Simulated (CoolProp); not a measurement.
A Linde-Hampson liquefier for ethylene: isothermal reversible compression at 320 K from 1 atm to 10 MPa, throttling to 1 atm, return gas leaving the recuperator 10 K below the feed. Each further row changes one setting.

Computed with CoolProp (reference Helmholtz-energy equation of state, Smukala 2000).

```
case                        liquid yield per pass  compression work (kJ/kg of gas)
--------------------------  ---------------------  -------------------------------
as stated                                       …                              386
high pressure 20 MPa                            …                                …
warm-end temperature 350 K                      …                                …
warm-end gap 15 K                               …                              386
```

Complete the blanks.


- as stated, liquid yield per pass: 0.304
- high pressure 20 MPa, liquid yield per pass: 0.403
- high pressure 20 MPa, compression work (kJ/kg of gas): 418
- warm-end temperature 350 K, liquid yield per pass: 0.182
- warm-end temperature 350 K, compression work (kJ/kg of gas): 440
- warm-end gap 15 K, liquid yield per pass: 0.296
